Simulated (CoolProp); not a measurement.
Vapour pressure (MPa) of trans-2-butene: the reference equation beside estimates from Tc = 428.6 K, pc = 4.019 MPa, ω = 0.210.

Model: reference Helmholtz-energy equation of state, Lemmon 2005, in CoolProp. It is a short technical equation, of lower accuracy than the large ones.

```
T (K)  reference  van der Waals  Redlich-Kwong  Soave-Redlich-Kwong
-----  ---------  -------------  -------------  -------------------
324.8     0.5035          1.193         0.6635               0.5075
332.2     0.6084          1.329         0.7856               0.6147
339.6     0.7288          1.473         0.9226               0.7381
347       0.8660          1.628          1.075               0.8788
354.4      1.021          1.792          1.244                1.039
361.8      1.197          1.966          1.431                1.219
369.2      1.393          2.150          1.635                1.420
376.6      1.613          2.345          1.859                1.646
384        1.858          2.550          2.101                1.896
391.4      2.129          2.766          2.365                2.172
398.8      2.430          2.993          2.649                2.476
```

Absolute difference from the reference over all 11 rows, mean and median: van der Waals 70.5 and 64.2 %, Redlich-Kwong 19.9 and 19.5 %, Soave-Redlich-Kwong 1.6 and 1.8 %.
